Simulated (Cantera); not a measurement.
A perfectly stirred reactor is fed with 3.94 % H2, 96.1 % O2, at 20.0 Torr; it is held at 1225 K, and followed from long to short residence time.

Detailed kinetics in Cantera: the H2/O2 subset of GRI-Mech 3.0, which has no nitrogen chemistry. Radical loss at walls, strong at low pressure, is not modelled. The temperature is held fixed by assumption; the heat of reaction is taken as removed at once.

Q: Predict: x(H2) at τ = 21.0 s; x(O2) at τ = 21.0 s; x(H2O2) at τ = 21.0 s; x(H) at τ = 21.0 s; x(OH) at τ = 21.0 s; x(H2) at τ = 0.120 s; x(O2) at τ = 0.120 s; x(H2O2) at τ = 0.120 s; x(H) at τ = 0.120 s; x(OH) at τ = 0.120 s.

A: 
- x(H2) at τ = 21.0 s = 1.37e-5
- x(O2) at τ = 21.0 s = 0.960
- x(H2O2) at τ = 21.0 s = 3.03e-8
- x(H) at τ = 21.0 s = 2.81e-6
- x(OH) at τ = 21.0 s = 0.000259
- x(H2) at τ = 0.120 s = 0.000305
- x(O2) at τ = 0.120 s = 0.954
- x(H2O2) at τ = 0.120 s = 1.20e-7
- x(H) at τ = 0.120 s = 0.000422
- x(OH) at τ = 0.120 s = 0.00141
